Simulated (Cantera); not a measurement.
Input (Python, Cantera):

```python
import numpy as np
import cantera as ct

gas = ct.Solution("gri30.yaml")
gas.TPX = 1575, 1400000, {'CH3OH': 0.025, 'O2': 0.0074, 'N2': 1}
reactor = ct.IdealGasConstPressureReactor(gas, energy="off", clone=False)
net = ct.ReactorNet([reactor])
net.rtol, net.atol = 1e-08, 1e-18
show = ['CH3OH', 'O2', 'NO2', 'H2O', 'NO', 'C2H6', 'C2H4']
times = np.geomspace(0.0003, 100, 10)

steps = ct.SolutionArray(gas, extra=["t"])
rows = []
print(f"{'t/s':>10s}{'T/K':>9s}{'P/Pa':>11s}" + "".join(f"{s:>11s}" for s in show))
for t in times:
    while net.time < t:
        t_next = net.step()
        steps.append(gas.state, t=t_next)
    rows.append([np.interp(t, steps.t, y) for y in (steps.T, steps.P, *steps(*show).X.T)])
    print(f"{t:10.3e}{rows[-1][0]:9.1f}{rows[-1][1]:11.4g}" + "".join(f"{x:11.3e}" for x in rows[-1][2:]))
rate = np.gradient(steps.T, steps.t)
print("integrator steps:", len(steps.t))
if steps.T.max() > steps.T[0] + 200:
    print(f"time of steepest temperature rise: {steps.t[rate.argmax()]:.4e} s")
gas.TPX = 1575, 1400000, {'CH3OH': 0.025, 'O2': 0.0074, 'N2': 1}
gas.equilibrate("TP")
print(f"equilibrium (TP): T = {gas.T:.1f} K  " + "  ".join(f"{s} {gas[s].X[0]:.3e}" for s in show))
```

Result:

```
       t/s      T/K       P/Pa      CH3OH         O2        NO2        H2O         NO       C2H6       C2H4
 3.000e-04   1575.0    1.4e+06  8.126e-09  2.736e-05  4.186e-12  1.288e-02  9.333e-08  2.834e-08  3.252e-07
 1.232e-03   1575.0    1.4e+06  2.447e-09  1.066e-05  1.840e-12  1.285e-02  7.830e-08  6.511e-09  2.082e-07
 5.063e-03   1575.0    1.4e+06  1.053e-09  2.281e-06  3.118e-13  1.276e-02  5.745e-08  2.057e-09  1.548e-07
 2.080e-02   1575.0    1.4e+06  7.933e-10  3.846e-08  2.683e-15  1.254e-02  2.455e-08  1.428e-09  1.517e-07
 8.545e-02   1575.0    1.4e+06  7.385e-10  2.020e-13  1.459e-17  1.199e-02  9.090e-10  1.392e-09  1.651e-07
 3.511e-01   1575.0    1.4e+06  6.862e-10  1.915e-13  9.332e-19  1.154e-02  6.059e-11  1.349e-09  2.064e-07
 1.442e+00   1575.0    1.4e+06  6.315e-10  1.909e-13  1.028e-18  1.152e-02  6.692e-11  1.233e-09  2.895e-07
 5.925e+00   1575.0    1.4e+06  4.948e-10  1.897e-13  1.322e-18  1.150e-02  8.639e-11  8.144e-10  2.470e-07
 2.434e+01   1575.0    1.4e+06  2.083e-10  1.870e-13  1.709e-18  1.145e-02  1.125e-10  1.471e-10  4.483e-08
 1.000e+02   1575.0    1.4e+06  8.929e-12  1.856e-13  1.791e-18  1.142e-02  1.185e-10  2.055e-13  6.274e-11
integrator steps: 2459
equilibrium (TP): T = 1575.0 K  CH3OH 1.415e-12  O2 1.857e-13  NO2 2.692e-17  H2O 1.142e-02  NO 1.781e-09  C2H6 1.025e-16  C2H4 4.166e-14
```

Detailed kinetics in Cantera: GRI-Mech 3.0 (53 species, 325 reactions). GRI-Mech 3.0 was tuned for natural gas; its chemistry of methanol as a main component is partial and can be far from experiment. The pressure lies above the range GRI-Mech 3.0 was tuned for (to about 10 atm).
